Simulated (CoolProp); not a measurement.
A simple Rankine cycle with water: condensing at 293.15 K, boiler at 9.31 MPa, turbine inlet 593.9 K, turbine efficiency 0.7, pump efficiency 0.6, no recuperator. Each further row changes one setting.

The numbers come from the reference Helmholtz-energy equation of state, Wagner 2002 in CoolProp.

```csv
case,thermal efficiency (%),net work (kJ/kg),heat in (kJ/kg),turbine exit temperature (K),volume ratio over the turbine
as stated,28.3,771,2720,293.1,2120
turbine inlet 613.9 K,28.6,803,2810,293.1,1990
condensing temperature 285.15 K,29.1,803,2760,285.1,3420
boiler pressure 6.52 MPa,27.8,790,2840,293.1,1380
turbine efficiency 0.6,24.2,659,2720,293.1,2240
```

The expansion ends wet for: as stated; turbine inlet 613.9 K; condensing temperature 285.15 K; boiler pressure 6.52 MPa; turbine efficiency 0.6.
